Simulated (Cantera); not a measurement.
Input: 1 mol (CH3)2SiCl2, 0.068 mol C3H8, 110 mol H2, held at 1252 °C and 170 Pa.

These are equilibrium values from Cantera (NASA tables, ideal gas, pure condensed phases), not measurements of a reactor. Candidate condensed phases: C, C6H6, C7H8, C8H18, Si, SiC; 109 gas species. The feed counts by its element totals alone. The numbers say what is thermodynamically allowed, not how fast it happens.

Base state: H2 0.982, HCl 0.0175, H 0.000569, C2H2 (acetylene) 1.19e-5 (mole fractions); condensed: C(graphite) + SiC(s).

Problem. What changes in the equilibrium state with this change: temperature from 1252 °C to 1975 °C?

Solution. 
```tsv
species	before	after
H2	0.982	0.813
H	0.000569	0.161
HCl	0.0175	0.0139
Si	8.91e-8	0.00686
SiC2	<1e-9	0.000788
Si2C	<1e-9	7.66e-5
C2H	<1e-9	2.10e-5
SiH	1.06e-8	0.000103
SiCl	3.83e-8	4.47e-5
C(graphite), mol	1.20	1.31
SiC(s), mol	0.999	0
```
The tables' values for SiCl are old estimates; treat these amounts as uncertain.
